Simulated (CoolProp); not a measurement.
Vapour-liquid equilibrium of R134a (1) + isobutane (2) at 343.2 K; x and y are mole fractions of (1).

Computed with CoolProp (multi-fluid Helmholtz-energy mixture model, Tillner-Roth 1994 and Bücker 2006; pair parameters Bell 2016).

```csv
x,"bubble pressure, mixture model (kPa)","bubble pressure, Raoult's law (kPa)","y, mixture model","y, Raoult's law"
0.05,1294,1140,0.160,0.093
0.15,1613,1243,0.341,0.256
0.25,1840,1346,0.444,0.394
0.35,2004,1449,0.517,0.512
0.45,2125,1552,0.576,0.614
0.55,2213,1655,0.631,0.704
0.65,2272,1759,0.689,0.783
0.75,2297,1862,0.753,0.854
0.85,2278,1965,0.831,0.917
0.95,2194,2068,0.933,0.974
```

The largest gap from Raoult's law is +38.3 % in bubble pressure, at x = 0.35. y crosses x between x = 0.75 and 0.85: the model has an azeotrope there.

The pair parameters rest on a limited set of measurements; away from them the model extrapolates.
